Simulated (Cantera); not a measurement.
Feed: 1 mol Zr, 1.8 mol NH3, 75 mol H2, 0.063 mol H2O, at 1825 K and 0.133 bar.

Method: chemical equilibrium by Gibbs-energy minimisation in Cantera with the NASA 1993 tables (ideal gas, pure condensed phases). Candidate condensed phases: H2O, Zr, ZrN, ZrO2; 28 gas species. Mutual solubility and eutectic melting of coexisting phases are not modelled. ZrN: taken at fixed stoichiometry. Condensed phases not in the tables: solid solutions among these carbides, nitrides and lower oxides. The numbers say what is thermodynamically allowed, not how fast it happens.

Base state: H2 0.993, N2 0.00531, H 0.00120, H2O 2.19e-5 (mole fractions); condensed: ZrN(s) + ZrO2(tetragonal).

What changes in the equilibrium state with this change: temperature from 1825 K to 2675 K?


| species | before | after |
|---|---|---|
| H2 | 0.993 | 0.863 |
| H | 0.00120 | 0.131 |
| N2 | 0.00531 | 0.00512 |
| ZrO | <1e-9 | 0.000656 |
| Zr | <1e-9 | 2.42e-5 |
| H2O | 2.19e-5 | 8.23e-5 |
| ZrN(s), mol | 0.969 | 0.943 |
| ZrO2(tetragonal), mol | 0.0306 | 0 |
